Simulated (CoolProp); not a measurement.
Vapour-liquid equilibrium of ethane (1) + hydrogen sulfide (2) at 2.07 MPa; x and y are mole fractions of (1).

Computed with CoolProp (multi-fluid Helmholtz-energy mixture model, Bücker 2006 and Lemmon 2006; pair parameters Kunz 2012).

```tsv
x	bubble temperature, mixture model (K)	bubble temperature, Raoult's law (K)	y, mixture model	y, Raoult's law
0.05	291.8	297.1	0.176	0.099
0.15	282.0	293.0	0.388	0.272
0.25	276.5	289.2	0.500	0.417
0.35	273.2	285.7	0.570	0.540
0.45	271.0	282.3	0.623	0.644
0.55	269.3	279.2	0.671	0.733
0.65	268.1	276.3	0.723	0.809
0.75	267.2	273.6	0.782	0.874
0.85	266.8	271.0	0.854	0.930
0.95	267.0	268.5	0.945	0.978
```

The largest gap from Raoult's law is -12.7 K in bubble temperature, at x = 0.25. y crosses x between x = 0.85 and 0.95: the model has an azeotrope there.

Pair parameters are fitted to limited data, so mixtures are less certain than the pure fluids.
